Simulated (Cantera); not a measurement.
A perfectly stirred reactor is fed with 1.18 % CO, 0.423 % O2, 0.0305 % H2O, 98.4 % N2, equivalence ratio 1.4, at 735 Torr; it is held at 1275 K, and followed from long to short residence time.

Computed with Cantera and GRI-Mech 3.0 (53 species, 325 reactions).

x: mole fraction; the columns are a selection and need not sum to one.

```csv
τ (s),x CO,x O2,x H2O,x H2,x H2O2,x CO2,x OH
0.38,0.00357,0.000133,0.000202,3.50e-5,1.23e-9,0.00828,7.87e-6
0.21,0.00378,[?],0.000195,[?],[?],0.00807,[?]
0.11,0.00415,0.000391,0.000189,2.71e-5,2.20e-9,0.00769,1.15e-5
0.063,0.00467,0.000622,0.000186,2.39e-5,2.68e-9,0.00718,1.33e-5
0.035,0.00546,0.000983,0.000186,2.09e-5,3.15e-9,0.00638,1.49e-5
0.019,0.00658,0.00150,0.000191,1.81e-5,3.53e-9,0.00525,1.63e-5
0.011,[?],[?],0.000201,[?],3.69e-9,[?],1.67e-5
0.0059,0.00924,0.00278,0.000222,1.25e-5,3.55e-9,0.00258,1.58e-5
0.0033,0.0105,0.00341,0.000250,8.78e-6,2.87e-9,0.00135,1.27e-5
0.0018,0.0114,0.00397,0.000286,3.71e-6,1.36e-9,0.000383,5.98e-6
```

Task: Complete the blanks.

Result: 
- 0.21, x O2: 0.000223
- 0.21, x H2: 3.11e-5
- 0.21, x H2O2: 1.66e-9
- 0.21, x OH: 9.56e-6
- 0.011, x CO: 0.00779
- 0.011, x O2: 0.00207
- 0.011, x H2: 1.57e-5
- 0.011, x CO2: 0.00404
